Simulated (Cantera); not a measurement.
Source: NASA polynomial tables (part measured, part estimated), evaluated in Cantera. Values are per mole of reaction as written; species without (g) are pure solids or liquids, kept so even where they would boil at 1 bar.

2 Pb + O₂(g) ⇌ 2 PbO(g)

| T (K) | ΔH° (kJ) | ΔS° (J/K) | ΔG° (kJ) | log10 K | condensed phases |
|---|---|---|---|---|---|
| 300 | 140.6 | 145.2 | 97.0 | -16.89 | Pb(s) |
| 1425 | 109.3 | 99.5 | -32.5 | 1.19 | Pb(l) |
| 1475 | 108.4 | 98.9 | -37.5 | 1.33 | Pb(l) |
| 1525 | 107.5 | 98.3 | -42.4 | 1.45 | Pb(l) |
| 1575 | 106.5 | 97.7 | -47.3 | 1.57 | Pb(l) |
| 1625 | ? | ? | ? | ? | Pb(l) |
| 1675 | 104.7 | 96.6 | -57.0 | 1.78 | Pb(l) |
| 1725 | 103.8 | 96.0 | -61.8 | 1.87 | Pb(l) |
| 1775 | 102.9 | 95.5 | -66.6 | 1.96 | Pb(l) |
| 1825 | ? | ? | ? | ? | Pb(l) |
| 1875 | 101.0 | 94.5 | -76.1 | 2.12 | Pb(l) |

Task: Complete the blanks.

Result: 
- 1625, ΔH° (kJ): 105.6
- 1625, ΔS° (J/K): 97.1
- 1625, ΔG° (kJ): -52.2
- 1625, log10 K: 1.68
- 1825, ΔH° (kJ): 101.9
- 1825, ΔS° (J/K): 95.0
- 1825, ΔG° (kJ): -71.4
- 1825, log10 K: 2.04
